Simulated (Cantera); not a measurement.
Cantera run, input and output.

```python
import numpy as np
import cantera as ct

gas = ct.Solution("gri30.yaml")
gas.TPX = 1400, 1000000, {'CO': 0.0012, 'O2': 0.002, 'H2O': 0.0052, 'N2': 1}
reactor = ct.IdealGasConstPressureReactor(gas, energy="off", clone=False)
net = ct.ReactorNet([reactor])
net.rtol, net.atol = 1e-08, 1e-18
show = ['CO', 'O2', 'H2O', 'OH', 'H2O2']
times = np.geomspace(2e-06, 9, 12)

steps = ct.SolutionArray(gas, extra=["t"])
rows = []
print(f"{'t/s':>10s}{'T/K':>9s}{'P/Pa':>11s}" + "".join(f"{s:>11s}" for s in show))
for t in times:
    while net.time < t:
        t_next = net.step()
        steps.append(gas.state, t=t_next)
    rows.append([np.interp(t, steps.t, y) for y in (steps.T, steps.P, *steps(*show).X.T)])
    print(f"{t:10.3e}{rows[-1][0]:9.1f}{rows[-1][1]:11.4g}" + "".join(f"{x:11.3e}" for x in rows[-1][2:]))
rate = np.gradient(steps.T, steps.t)
print("integrator steps:", len(steps.t))
if steps.T.max() > steps.T[0] + 200:
    print(f"time of steepest temperature rise: {steps.t[rate.argmax()]:.4e} s")
gas.TPX = 1400, 1000000, {'CO': 0.0012, 'O2': 0.002, 'H2O': 0.0052, 'N2': 1}
gas.equilibrate("TP")
print(f"equilibrium (TP): T = {gas.T:.1f} K  " + "  ".join(f"{s} {gas[s].X[0]:.3e}" for s in show))
```

Output:

```
       t/s      T/K       P/Pa         CO         O2        H2O         OH       H2O2
 2.000e-06   1400.0      1e+06  1.190e-03  1.983e-03  5.157e-03  7.992e-12  1.726e-15
 8.051e-06   1400.0      1e+06  1.190e-03  1.983e-03  5.157e-03  4.960e-11  1.535e-14
 3.241e-05   1400.0      1e+06  1.190e-03  1.983e-03  5.157e-03  4.072e-10  9.494e-14
 1.305e-04   1400.0      1e+06  1.190e-03  1.983e-03  5.157e-03  4.623e-09  1.430e-12
 5.253e-04   1400.0      1e+06  1.187e-03  1.981e-03  5.155e-03  1.108e-06  6.274e-10
 2.115e-03   1400.0      1e+06  4.917e-04  1.636e-03  5.124e-03  2.026e-05  2.195e-08
 8.512e-03   1400.0      1e+06  4.656e-05  1.410e-03  5.152e-03  8.869e-06  4.176e-09
 3.427e-02   1400.0      1e+06  1.337e-06  1.389e-03  5.158e-03  3.149e-06  5.276e-10
 1.380e-01   1400.0      1e+06  2.176e-08  1.389e-03  5.159e-03  1.319e-06  9.328e-11
 5.554e-01   1400.0      1e+06  9.976e-09  1.389e-03  5.159e-03  1.125e-06  6.800e-11
 2.236e+00   1400.0      1e+06  9.973e-09  1.389e-03  5.159e-03  1.125e-06  6.799e-11
 9.000e+00   1400.0      1e+06  9.973e-09  1.389e-03  5.159e-03  1.125e-06  6.799e-11
integrator steps: 1044
equilibrium (TP): T = 1400.0 K  CO 1.009e-08  O2 1.356e-03  H2O 5.159e-03  OH 1.118e-06  H2O2 6.718e-11
```

Cantera simulation using GRI-Mech 3.0 (53 species, 325 reactions); the numbers are that mechanism's predictions, not measurements.
